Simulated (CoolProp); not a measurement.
Vapour pressure (MPa) of n-pentane: the reference equation beside estimates from Tc = 469.7 K, pc = 3.368 MPa, ω = 0.251. Clausius-Clapeyron is anchored at 373.5 K with a constant enthalpy of vaporisation of 21.36 kJ/mol.

The numbers come from the reference Helmholtz-energy equation of state, Thol 2019 in CoolProp.

```
T (K)  reference  Lee-Kesler  Clausius-Clapeyron  Redlich-Kwong  Soave-Redlich-Kwong  Peng-Robinson
-----  ---------  ----------  ------------------  -------------  -------------------  -------------
348.3     0.3251      0.3266              0.3634         0.4703               0.3266         0.3238
354.6     0.3819      0.3840              0.4142         0.5402               0.3844         0.3805
360.9     0.4459      0.4486              0.4701         0.6171               0.4495         0.4445
367.2     0.5176      0.5209              0.5312         0.7014               0.5226         0.5164
373.5     0.5977      0.6016              0.5977         0.7933               0.6042         0.5967
379.8     0.6867      0.6910              0.6700         0.8932               0.6950         0.6860
386       0.7835      0.7883              0.7469         0.9996               0.7938         0.7834
392.3     0.8920      0.8970              0.8311          1.116               0.9046         0.8927
398.6      1.011       1.016              0.9218          1.242                1.026          1.013
404.9      1.142       1.147               1.019          1.377                1.160          1.145
411.2      1.285       1.290               1.123          1.521                1.305          1.289
417.5      1.441       1.446               1.234          1.676                1.464          1.447
423.8      1.610       1.615               1.352          1.840                1.636          1.619
430.1      1.794       1.799               1.478          2.015                1.823          1.805
436.4      1.994       1.999               1.611          2.200                2.024          2.007
```

Absolute difference from the reference over all 15 rows, mean and median: Lee-Kesler 0.5 and 0.5 %, Clausius-Clapeyron 9.4 and 8.8 %, Redlich-Kwong 26.0 and 25.1 %, Soave-Redlich-Kwong 1.3 and 1.4 %, Peng-Robinson 0.3 and 0.3 %.
